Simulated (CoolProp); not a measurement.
A Linde-Hampson liquefier for ethylene: isothermal reversible compression at 290 K from 1 atm to 15 MPa, throttling to 1 atm, return gas leaving the recuperator 10 K below the feed. Each further row changes one setting.

The numbers come from the reference Helmholtz-energy equation of state, Smukala 2000 in CoolProp.

```tsv
case	liquid yield per pass	compression work (kJ/kg of gas)
as stated	[?]	338
high pressure 30 MPa	[?]	373
warm-end temperature 320 K	[?]	404
warm-end gap 15 K	[?]	338
```

Problem. Fill in the missing entries.

Solution. 
- as stated, liquid yield per pass: 0.490
- high pressure 30 MPa, liquid yield per pass: 0.497
- warm-end temperature 320 K, liquid yield per pass: 0.380
- warm-end gap 15 K, liquid yield per pass: 0.484
